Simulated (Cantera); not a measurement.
A freely propagating, adiabatic, planar premixed flame of C2H4 : O2 : N2 : H2O = 1 : 3.16 : 11.9 : 0.7 (molar parts), equivalence ratio 0.95, unburnt at 450 K and 0.350 bar; mixture-averaged transport, grid criteria slope 0.08 and curve 0.16, no radiation.

Model: GRI-Mech 3.0 (53 species, 325 reactions), integrated in Cantera. GRI-Mech 3.0 was tuned for natural gas; its chemistry of ethylene as a main component is partial and can be far from experiment. Burning velocities carry a grid error of a few per cent, more on coarse grids.

Problem. What does this change do: 0.86 parts H2 added?

Solution. 
```json
[
 {"quantity": "laminar burning velocity", "before": "161 cm/s", "after": "199 cm/s"},
 {"quantity": "thermal thickness", "before": "0.708 mm", "after": "0.652 mm"},
 {"quantity": "peak x(HCO)", "before": "0.000126", "after": "0.000149"},
 {"quantity": "peak x(HO2)", "before": "0.000592", "after": "0.000432"},
 {"quantity": "peak x(H)", "before": "0.0149", "after": "0.0212"}
]
```

Problem. What does this change do: C2H4 1 to 1.3 parts?

Solution. 
```json
[
 {"quantity": "laminar burning velocity", "before": "161 cm/s", "after": "174 cm/s"},
 {"quantity": "thermal thickness", "before": "0.708 mm", "after": "0.656 mm"},
 {"quantity": "peak x(HCO)", "before": "0.000126", "after": "0.000158"},
 {"quantity": "peak x(HO2)", "before": "0.000592", "after": "0.000640"},
 {"quantity": "peak x(H)", "before": "0.0149", "after": "0.0190"}
]
```

Problem. What does this change do: inlet temperature 450 to 648 K?

Solution. 
```csv
quantity,before,after
laminar burning velocity,161 cm/s,308 cm/s
thermal thickness,0.708 mm,0.690 mm
peak x(HCO),0.000126,0.000154
peak x(HO2),0.000592,0.000700
peak x(H),0.0149,0.0171
```
